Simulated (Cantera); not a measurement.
Input: 1 mol SiO2, 2.8 mol NF3, 24 mol H2, equilibrated at 8.80 Pa.

These are equilibrium values from Cantera (NASA tables, ideal gas, pure condensed phases), not measurements of a reactor. Candidate condensed phases: H2O, Si, SiO2, Si2N2O, Si3N4; 58 gas species. The tables' values for SiF3 are old estimates; treat these amounts as uncertain. The tables hold silica as quartz up to 1696 K and as liquid above; real silica turns to tridymite and cristobalite and melts near 1996 K. Rates play no part.

log p: log10 of the partial pressure in bar; n: condensed amount in mol.

| T (K) | log p H2 | log p HF | log p N2 | log p H2O | log p SiO | log p SiF4 | log p H | n SiO2(α-quartz) | n SiO2(β-quartz) |
|---|---|---|---|---|---|---|---|---|---|
| 750 | -4.22 | -4.75 | -5.37 | -5.40 | <-16 | -5.70 | -14.61 | 0.346 | 0 |
| 850 | -4.22 | -4.69 | -5.37 | … | <-16 | … | … | 0 | … |
| 950 | -4.23 | -4.66 | -5.38 | -5.79 | <-16 | -6.09 | -11.37 | 0 | 0.731 |
| 1050 | -4.23 | -4.64 | -5.38 | … | … | … | … | 0 | 0.815 |
| 1150 | -4.23 | -4.63 | -5.38 | -6.10 | -12.67 | -6.40 | -9.24 | 0 | 0.866 |
| 1250 | -4.23 | -4.62 | -5.38 | -6.22 | -10.56 | -6.52 | -8.43 | 0 | 0.899 |
| 1350 | -4.23 | -4.62 | -5.38 | -6.33 | -8.77 | -6.63 | -7.74 | 0 | 0.920 |
| 1450 | -4.23 | -4.61 | -5.38 | -6.39 | -7.26 | -6.78 | -7.14 | 0 | 0.922 |
| 1550 | -4.24 | -4.61 | -5.38 | -6.17 | -6.23 | -7.45 | -6.62 | 0 | 0.785 |
| 1650 | -4.26 | -4.62 | -5.39 | -5.66 | -5.66 | -8.73 | -6.17 | 0 | 0.243 |
| 1750 | -4.28 | -4.62 | -5.40 | -5.55 | -5.55 | -9.90 | -5.77 | 0 | 0 |

Problem. Some entries are withheld; supply them.

Solution. 
- 1050, log p H2O: -5.96
- 1050, log p SiO: -15.19
- 1050, log p SiF4: -6.26
- 1050, log p H: -10.20
- 850, log p H2O: -5.60
- 850, log p SiF4: -5.91
- 850, log p H: -12.80
- 850, n SiO2(β-quartz): 0.588
